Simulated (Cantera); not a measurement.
## Adiabatic ignition

An adiabatic, constant-volume homogeneous reactor starts with CH4 : CO : O2 : N2 : H2O = 1 : 0.16 : 4.95 : 18.6 : 1.8 (molar parts), equivalence ratio 0.42, at 1750 K and 17.8 atm.

Model: GRI-Mech 3.0 (53 species, 325 reactions), integrated in Cantera. The pressure lies above the range GRI-Mech 3.0 was tuned for (to about 10 atm).

```tsv
t (s)	T (K)	P (bar)	x CH4	x CO	x O2	x CO2	x C2H2	x CH2O
5.00e-6	1753	18.0	0.0366	0.00608	0.186	2.57e-5	7.92e-8	0.000311
1.35e-5	2565	26.6	<1e-12	0.0122	0.110	0.0311	<1e-12	1.99e-10
3.64e-5	2671	27.5	<1e-12	0.00210	0.106	0.0416	<1e-12	2.42e-11
9.81e-5	2667	27.5	<1e-12	0.00208	0.105	0.0416	<1e-12	2.36e-11
0.000265	2659	27.4	<1e-12	0.00202	0.103	0.0416	<1e-12	2.24e-11
0.000714	2645	27.3	<1e-12	0.00194	0.0999	0.0417	<1e-12	2.05e-11
0.00193	2634	27.1	<1e-12	0.00187	0.0976	0.0418	<1e-12	1.91e-11
0.00519	2633	27.1	<1e-12	0.00186	0.0972	0.0418	<1e-12	1.89e-11
0.0140	2633	27.1	<1e-12	0.00186	0.0972	0.0418	<1e-12	1.89e-11
0.0378	2633	27.1	<1e-12	0.00186	0.0972	0.0418	<1e-12	1.89e-11
0.102	2633	27.1	<1e-12	0.00186	0.0972	0.0418	<1e-12	1.89e-11
0.275	2633	27.1	<1e-12	0.00186	0.0972	0.0418	<1e-12	1.89e-11
0.741	2633	27.1	<1e-12	0.00186	0.0972	0.0418	<1e-12	1.89e-11
2.00	2633	27.1	<1e-12	0.00186	0.0972	0.0418	<1e-12	1.89e-11
```
x: mole fraction; the columns are a selection and need not sum to one.

```json
{
  "time_of_steepest_temperature_rise": "12.2 µs",
  "temperature at 2.00 s": "2633 K",
  "equilibrium_temperature": "2633 K",
  "x(CH4) at 2.00 s": "<1e-12 (gas-phase equilibrium <1e-12)",
  "x(CO) at 2.00 s": "0.00186 (gas-phase equilibrium 0.00186)",
  "x(O2) at 2.00 s": "0.0972 (gas-phase equilibrium 0.0972)"
}
```
